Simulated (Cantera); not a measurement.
Feed: 1 mol Fe3O4, 1.6 mol H2, held at 380000 Pa.

These are equilibrium values from Cantera (NASA tables, ideal gas, pure condensed phases), not measurements of a reactor. Candidate condensed phases: Fe, FeO, Fe(OH)2, Fe(OH)3, Fe2O3, Fe3O4, H2O; 12 gas species. The tables' stoichiometric FeO is somewhat more stable than real wüstite, so its field is too wide. FeO: taken at fixed stoichiometry. Rates play no part. All values below are at 1452 °C.

Base state: H2O 0.625, H2 0.375, H 5.83e-5, Fe(OH)2 5.80e-5 (mole fractions); condensed: FeO(l).

### Question
What changes in the equilibrium state with this change: Fe3O4 replaced by Al2O3?

### Answer
```
species         before    after
-------------  -------  -------
H2               0.375    1.000
H              5.83e-5  9.53e-5
H2O              0.625  3.62e-6
Fe(OH)2        5.80e-5        0
FeO(l), mol       3.00        0
Al2O3(s), mol        0    1.000
```
Further candidate phases: Al, Al2O3.
